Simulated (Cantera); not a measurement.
**Hydrocarbon pyrolysis for carbon deposition**

An isothermal, constant-pressure homogeneous reactor starts with 5.00 % C₂H₆, 95.0 % N₂, at 1700 K and 101000 Pa.

Computed with Cantera and GRI-Mech 3.0 (53 species, 325 reactions). GRI-Mech 3.0 stops at C3 and has no aromatics, soot or wall deposition, so with more carbon than oxygen in the feed, carbon stays in small species such as C2H2 where larger ones or solid carbon would form.

```tsv
t (s)	x C₂H₆	x H	x H₂	x HCN	x CH₂	x C₂H₄	x CH₃
9.00e-6	0.0410	0.000173	0.00410	2.19e-7	1.20e-5	0.00428	0.00541
4.56e-5	0.0110	0.000267	0.0307	1.50e-6	1.10e-5	0.0234	0.00363
0.000231	0.000178	9.46e-5	0.0575	2.11e-6	6.94e-7	0.0124	0.000489
0.00117	1.23e-5	3.28e-5	0.0669	2.11e-6	6.97e-8	0.00316	0.000145
0.00592	9.49e-6	3.37e-5	0.0712	2.13e-6	6.06e-8	0.000243	0.000130
0.0300	4.89e-6	3.65e-5	0.0767	2.23e-6	4.47e-8	0.000201	9.42e-5
0.152	8.14e-7	4.12e-5	0.0851	2.51e-6	1.91e-8	0.000189	3.88e-5
0.770	7.65e-8	4.38e-5	0.0891	2.97e-6	5.59e-9	0.000196	1.11e-5
3.90	4.05e-8	4.41e-5	0.0897	3.95e-6	3.71e-9	0.000197	7.30e-6
19.7	4.04e-8	4.41e-5	0.0897	9.18e-6	3.71e-9	0.000197	7.30e-6
100	4.04e-8	4.41e-5	0.0897	4.41e-5	3.70e-9	0.000197	7.29e-6
```
x: mole fraction; the columns are a selection and need not sum to one.

Equilibrium at this temperature and pressure: C₂H₆ 1.28e-8, H 4.43e-5, H₂ 0.0902, HCN 0.0624, CH₂ 2.08e-9, C₂H₄ 6.20e-5, CH₃ 4.10e-6 (gas phase only).
